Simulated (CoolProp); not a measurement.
Model: reference Helmholtz-energy equation of state, Thol 2019, in CoolProp.

Question: Give the vapour pressure (MPa), liquid density (kg/m³), enthalpy of vaporisation (kJ/kg), liquid cp (kJ/(kg K)) of saturated dodecamethylpentasiloxane (MD3M) at 187.85 °C.

Answer: 
```csv
T (°C),p (MPa),liquid density (kg/m³),enthalpy of vaporisation (kJ/kg),liquid cp (kJ/(kg K))
187.85,0.0343,704,125,2.06
```
